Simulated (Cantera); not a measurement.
Charge: 1 mol Si, 0.32 mol CO₂, 28 mol N₂, 2.3 mol H₂O, held at 1302 °C and 750 Torr.

These are equilibrium values from Cantera (NASA tables, ideal gas, pure condensed phases), not measurements of a reactor. Candidate condensed phases: C, C₆H₆, C₇H₈, C₈H₁₈, H₂O, Si, SiC, SiO₂, Si₂N₂O, Si₃N₄; 151 gas species. The tables hold silica as quartz up to 1696 K and as liquid above; real silica turns to tridymite and cristobalite and melts near 1996 K. Gases not in the tables: Si(OH)₄. Equilibrium is a limit: real reactors are often held back by kinetics, nucleation or transport.

Base state: N₂ 0.914, H₂ 0.0560, H₂O 0.0191, CO 0.00935, CO₂ 0.00110 (mole fractions); condensed: SiO₂(β-quartz).

What changes in the equilibrium state with this change: temperature from 1302 °C to 1877 °C?


```tsv
species	before	after
N₂	0.914	0.912
H₂	0.0560	0.0534
H₂O	0.0191	0.0210
SiO	3.94e-8	0.00160
OH	1.22e-7	4.95e-5
H	9.83e-6	0.000975
CO₂	0.00110	0.000744
CO	0.00935	0.00968
SiO₂(β-quartz), mol	1.000	0
SiO₂(l), mol	0	0.951
```
